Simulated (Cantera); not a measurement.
A closed system holds: 1 mol PbO, 0.077 mol CO, 5 mol N2, at 1327 °C and 1 atm.

Cantera equilibrium calculation (NASA polynomials, part measured and part estimated; ideal gas, pure solids and liquids). Candidate condensed phases: C, Pb, PbO, PbO2, Pb3O4; 27 gas species. Gases not in the tables: (PbO)n polymers. Kinetics and transport are ignored.

**Question.** What is the equilibrium state?

**Answer.** 
| Quantity | Result |
|---|---|
| x(N2) | 0.941 |
| x(PbO) | 0.0285 |
| x(Pb) | 0.0152 |
| x(CO2) | 0.0145 |
| x(O2) | 0.000304 |
| x(NO) | 8.05e-5 |
| x(CO) | 1.64e-5 |
| x(Pb2) | 2.92e-6 |
| n(PbO(l)) | 0.768 mol |
| gas amount | 5.311 mol |
| log10 activity of Pb(l) (absent) | -0.60 |
| log10 activity of C(graphite) (absent) | -11.26 |
